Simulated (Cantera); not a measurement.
An adiabatic, constant-pressure homogeneous reactor starts with CO : H2 : O2 : N2 = 1 : 0.49 : 1.41 : 5.29 (molar parts), at 1000 K and 101000 Pa.

Detailed kinetics in Cantera: GRI-Mech 3.0 (53 species, 325 reactions).

Problem. Predict: time of steepest temperature rise; temperature at 6.00 s; equilibrium temperature; x(CO) at 6.00 s; x(H2) at 6.00 s; x(O2) at 6.00 s; x(H2O2) at 6.00 s; x(O) at 6.00 s; x(NO2) at 6.00 s; x(NO) at 6.00 s.

Solution. 
| Property | Result |
|---|---|
| time of steepest temperature rise | 0.415 ms |
| temperature at 6.00 s | 2294 K |
| equilibrium temperature | 2294 K |
| x(CO) at 6.00 s | 0.00494 (gas-phase equilibrium 0.00494) |
| x(H2) at 6.00 s | 0.000431 (gas-phase equilibrium 0.000431) |
| x(O2) at 6.00 s | 0.0851 (gas-phase equilibrium 0.0851) |
| x(H2O2) at 6.00 s | 8.02e-8 (gas-phase equilibrium 8.02e-8) |
| x(O) at 6.00 s | 0.00140 (gas-phase equilibrium 0.00140) |
| x(NO2) at 6.00 s | 6.73e-6 (gas-phase equilibrium 6.73e-6) |
| x(NO) at 6.00 s | 0.00935 (gas-phase equilibrium 0.00935) |
